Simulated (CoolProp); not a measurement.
Vapour-liquid equilibrium of acetone (1) + cyclohexane (2) at 346.7 K; x and y are mole fractions of (1).

Values from CoolProp's multi-fluid Helmholtz-energy mixture model, Lemmon 2006 and Zhou 2014; pair parameters Bell 2016.

| x | bubble pressure (MPa) | y at the bubble point | dew pressure at overall composition x (MPa) | liquid density (mol/L) |
|---|---|---|---|---|
| 0.05 | 0.1125 | 0.301 | 0.08524 | 8.742 |
| 0.15 | 0.1488 | 0.502 | 0.09446 | 8.973 |
| 0.25 | ___ | 0.578 | 0.1058 | 9.232 |
| 0.35 | 0.1759 | ___ | 0.1199 | 9.523 |
| 0.45 | 0.1817 | 0.648 | 0.1377 | 9.850 |
| 0.55 | 0.1857 | 0.677 | 0.1598 | 10.22 |
| 0.65 | 0.1887 | 0.711 | 0.1820 | 10.63 |
| 0.75 | 0.1902 | 0.757 | 0.1901 | 11.10 |
| 0.85 | 0.1890 | 0.824 | 0.1879 | 11.62 |
| 0.95 | 0.1833 | ___ | 0.1817 | 12.21 |

Task: Complete the blanks.

Result: 
- 0.25, bubble pressure (MPa): 0.1666
- 0.35, y at the bubble point: 0.619
- 0.95, y at the bubble point: 0.926

y crosses x between x = 0.75 and 0.85: the model has an azeotrope there.

The pair parameters rest on a limited set of measurements; away from them the model extrapolates. With so large a gap from Raoult's law the liquid may split in two, which this calculation doesn't test in full.
